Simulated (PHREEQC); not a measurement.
Dissolve 0.11 mol/kgw HCl and 0.011 mol/kgw ZnSO4 at 25 °C. Closed to the air; pH follows from the charge balance.

Computed with PHREEQC (ion-association model, phreeqc.dat).

```
quantity                  before  after
------------------------  ------  -----
pH                          1.08   1.38
ionic strength (mol/kgw)   0.133  0.135
```

Q: What was changed between the two runs?
A) 0.052 mol/kgw KOH added
B) temperature from 25 to 90 °C
C) ZnSO4 left out
D) temperature from 25 to 85 °C

A: A, 0.052 mol/kgw KOH added

No solid was allowed to form.
